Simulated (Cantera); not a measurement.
A jet of CH4 : O2 : N2 = 0.021 : 0.17 : 0.79 (molar parts), equivalence ratio 0.25 at 300 K and 28000 Pa hits a platinum plate 2.1 cm away at a mass flux of 0.086 kg/m²/s; the plate temperature is set and raised in steps from an oxygen-covered start.

Computed with Cantera and Deutschmann's 1995 Pt surface mechanism with GRI-Mech 3.0 gas chemistry. Catalytic surfaces can have several steady states; this one follows from the mechanism file's or the stated starting coverage.

x: mole fraction at the wall; θ: surface coverage.

| plate T (K) | wall x CH4 | wall x O2 | wall x H2O | wall x OH | wall x CO | wall x CO2 | θ free Pt | θ O* | θ OH* |
|---|---|---|---|---|---|---|---|---|---|
| 950 | 0.0127 | 0.155 | 0.0163 | [?] | 5.37e-6 | 0.0106 | 0.186 | 0.812 | 0.00143 |
| 1000 | 0.00946 | 0.148 | 0.0222 | [?] | 5.36e-6 | 0.0145 | 0.245 | 0.753 | 0.00153 |
| 1050 | 0.00702 | 0.143 | 0.0267 | [?] | 5.22e-6 | 0.0175 | 0.307 | 0.692 | 0.00152 |
| 1100 | 0.00529 | 0.139 | 0.0298 | [?] | 5.09e-6 | 0.0195 | 0.369 | 0.630 | 0.00144 |
| 1150 | 0.00410 | 0.137 | 0.0319 | [?] | 5.04e-6 | 0.0209 | 0.430 | 0.569 | 0.00133 |

**Question.** What belongs in the gaps?

**Answer.** 
- 950, wall x OH: 5.01e-8
- 1000, wall x OH: 1.43e-7
- 1050, wall x OH: 3.54e-7
- 1100, wall x OH: 7.91e-7
- 1150, wall x OH: 1.62e-6
